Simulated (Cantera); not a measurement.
## Equilibrium for iron carbonyl, mercury and lead vapours: Pb + O2 + N2

Input: 1 mol Pb, 0.31 mol O2, 0.91 mol N2, equilibrated at 502 °C and 0.195 Torr.

Equilibrium computed with Cantera from the NASA thermochemical tables; the gas is ideal and each condensed phase is pure. Candidate condensed phases: Pb, PbO, PbO2, Pb3O4; 12 gas species. Rates play no part.

The x(N2) is 1.000 and the x(Pb) comes out as 9.57e-5. The n(Pb(l)) is 0.380 mol and the n(PbO(yellow)) is 0.620 mol. The gas amount is 0.9101 mol and the log10 activity of Pb3O4(s) (absent) is -10.04. The log10 activity of PbO2(s) (absent) is -10.87.
